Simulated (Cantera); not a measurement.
A perfectly stirred reactor is fed with CH₄ : H₂ : O₂ = 0.018 : 1 : 0.011 (molar parts), equivalence ratio 49, at 135 Torr; it is held at 2875 K, and followed from long to short residence time.

Model: GRI-Mech 3.0 (53 species, 325 reactions), integrated in Cantera.

Task: What does this change do: temperature 2875 to 2125 K?

Result: 
```tsv
quantity	before	after
x(CH₄) at τ = 1.90 s	5.26e-8	0.000399
x(H₂) at τ = 1.90 s	0.762	0.969
x(O₂) at τ = 1.90 s	8.00e-8	2.30e-7
x(C₂H₆) at τ = 1.90 s	<1e-12	2.38e-9
x(O) at τ = 1.90 s	4.70e-5	4.11e-8
x(CH₄) at τ = 12.0 ms	1.74e-5	0.00404
x(H₂) at τ = 12.0 ms	0.807	0.961
x(O₂) at τ = 12.0 ms	9.92e-7	3.65e-5
x(C₂H₆) at τ = 12.0 ms	1.54e-11	2.46e-7
x(O) at τ = 12.0 ms	3.06e-5	2.22e-7
```
